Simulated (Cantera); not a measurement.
Equilibrium for boron, boron nitride and boron oxide: B₂H₆ + O₂ + H₂

Input: 1 mol B₂H₆, 0.52 mol O₂, 6.3 mol H₂, at 0.220 bar.

These are equilibrium values from Cantera (NASA tables, ideal gas, pure condensed phases), not measurements of a reactor. Candidate condensed phases: B, B₂O₃, B₃O₃H₃, H₂O; 23 gas species. The feed counts by its element totals alone. Mutual solubility and eutectic melting of coexisting phases are not modelled. The tables' values for BH₂ are old estimates; treat these amounts as uncertain. Rates play no part.

From 1150 K to 1550 K the condensed part is B(s) + B₂O₃(l). The main B-bearing gas is B₃O₃H₃ at 1150 K and HBO at 1550 K. The share of B in condensed phases is highest at 1150 K (95.6 %) and lowest at 1550 K (88.2 %).

```json
[
 {"T (K)": "1150", "x H₂": "0.997", "x HBO": "5.11e-5", "x B₃O₃H₃": "0.00315", "x B₂O₂": "6.79e-8", "x HBO₂": "4.39e-7", "x B₂O₃": "7.56e-9", "x H": "1.59e-7", "x BO": "3.96e-10", "n B(s)": "1.28", "n B₂O₃(l)": "0.317"},
 {"T (K)": "1200", "x H₂": "0.997", "x HBO": "0.000126", "x B₃O₃H₃": "0.00320", "x B₂O₂": "3.29e-7", "x HBO₂": "1.32e-6", "x B₂O₃": "4.18e-8", "x H": "4.20e-7", "x BO": "2.32e-9", "n B(s)": "1.28", "n B₂O₃(l)": "0.317"},
 {"T (K)": "1250", "x H₂": "0.996", "x HBO": "0.000287", "x B₃O₃H₃": "0.00323", "x B₂O₂": "1.40e-6", "x HBO₂": "3.60e-6", "x B₂O₃": "2.00e-7", "x H": "1.03e-6", "x BO": "1.18e-8", "n B(s)": "1.28", "n B₂O₃(l)": "0.316"},
 {"T (K)": "1300", "x H₂": "0.996", "x HBO": "0.000615", "x B₃O₃H₃": "0.00325", "x B₂O₂": "5.30e-6", "x HBO₂": "9.07e-6", "x B₂O₃": "8.46e-7", "x H": "2.35e-6", "x BO": "5.24e-8", "n B(s)": "1.27", "n B₂O₃(l)": "0.314"},
 {"T (K)": "1350", "x H₂": "0.995", "x HBO": "0.00124", "x B₃O₃H₃": "0.00325", "x B₂O₂": "1.81e-5", "x HBO₂": "2.12e-5", "x B₂O₃": "3.20e-6", "x H": "5.07e-6", "x BO": "2.09e-7", "n B(s)": "1.27", "n B₂O₃(l)": "0.312"},
 {"T (K)": "1400", "x H₂": "0.994", "x HBO": "0.00237", "x B₃O₃H₃": "0.00324", "x B₂O₂": "5.65e-5", "x HBO₂": "4.67e-5", "x B₂O₃": "1.09e-5", "x H": "1.03e-5", "x BO": "7.50e-7", "n B(s)": "1.27", "n B₂O₃(l)": "0.308"},
 {"T (K)": "1450", "x H₂": "0.992", "x HBO": "0.00433", "x B₃O₃H₃": "0.00322", "x B₂O₂": "0.000162", "x HBO₂": "9.67e-5", "x B₂O₃": "3.42e-5", "x H": "2.01e-5", "x BO": "2.47e-6", "n B(s)": "1.26", "n B₂O₃(l)": "0.301"},
 {"T (K)": "1500", "x H₂": "0.988", "x HBO": "0.00758", "x B₃O₃H₃": "0.00318", "x B₂O₂": "0.000433", "x HBO₂": "0.000190", "x B₂O₃": "9.86e-5", "x H": "3.73e-5", "x BO": "7.46e-6", "n B(s)": "1.25", "n B₂O₃(l)": "0.289"},
 {"T (K)": "1550", "x H₂": "0.982", "x HBO": "0.0128", "x B₃O₃H₃": "0.00312", "x B₂O₂": "0.00108", "x HBO₂": "0.000357", "x B₂O₃": "0.000265", "x H": "6.66e-5", "x BO": "2.10e-5", "n B(s)": "1.23", "n B₂O₃(l)": "0.266"}
]
```
x: gas mole fraction; n: condensed amount in mol.
